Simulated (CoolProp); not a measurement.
Saturation properties of ethylene.

Values from CoolProp's reference Helmholtz-energy equation of state, Smukala 2000.

```json
[
 {"T (°C)": "-117.95", "p (MPa)": "0.04033", "liquid density (kg/m³)": "587.5", "vapour density (kg/m³)": "0.8920", "enthalpy of vaporisation (kJ/kg)": "502.2", "surface tension (mN/m)": "18.8"},
 {"T (°C)": "-106.65", "p (MPa)": "0.08524", "liquid density (kg/m³)": "571.8", "vapour density (kg/m³)": "1.780", "enthalpy of vaporisation (kJ/kg)": "486.6", "surface tension (mN/m)": "16.8"},
 {"T (°C)": "-95.25", "p (MPa)": "0.1630", "liquid density (kg/m³)": "555.3", "vapour density (kg/m³)": "3.242", "enthalpy of vaporisation (kJ/kg)": "469.7", "surface tension (mN/m)": "14.9"},
 {"T (°C)": "-83.85", "p (MPa)": "0.2861", "liquid density (kg/m³)": "538.1", "vapour density (kg/m³)": "5.477", "enthalpy of vaporisation (kJ/kg)": "451.4", "surface tension (mN/m)": "13.0"},
 {"T (°C)": "-72.45", "p (MPa)": "0.4687", "liquid density (kg/m³)": "520.1", "vapour density (kg/m³)": "8.728", "enthalpy of vaporisation (kJ/kg)": "431.1", "surface tension (mN/m)": "11.2"},
 {"T (°C)": "-61.15", "p (MPa)": "0.7234", "liquid density (kg/m³)": "501.0", "vapour density (kg/m³)": "13.25", "enthalpy of vaporisation (kJ/kg)": "408.7", "surface tension (mN/m)": "9.38"},
 {"T (°C)": "-49.75", "p (MPa)": "1.071", "liquid density (kg/m³)": "480.3", "vapour density (kg/m³)": "19.54", "enthalpy of vaporisation (kJ/kg)": "383.0", "surface tension (mN/m)": "7.63"},
 {"T (°C)": "-38.35", "p (MPa)": "1.525", "liquid density (kg/m³)": "457.5", "vapour density (kg/m³)": "28.14", "enthalpy of vaporisation (kJ/kg)": "353.2", "surface tension (mN/m)": "5.93"},
 {"T (°C)": "-26.95", "p (MPa)": "2.105", "liquid density (kg/m³)": "431.6", "vapour density (kg/m³)": "40.01", "enthalpy of vaporisation (kJ/kg)": "317.8", "surface tension (mN/m)": "4.31"},
 {"T (°C)": "-15.65", "p (MPa)": "2.823", "liquid density (kg/m³)": "401.2", "vapour density (kg/m³)": "56.81", "enthalpy of vaporisation (kJ/kg)": "274.3", "surface tension (mN/m)": "2.78"},
 {"T (°C)": "-4.25", "p (MPa)": "3.716", "liquid density (kg/m³)": "361.2", "vapour density (kg/m³)": "83.33", "enthalpy of vaporisation (kJ/kg)": "215.1", "surface tension (mN/m)": "1.35"}
]
```

It boils at -103.8 °C under 1 atm.

Surface tension comes from a separate correlation (Mulero 2012).
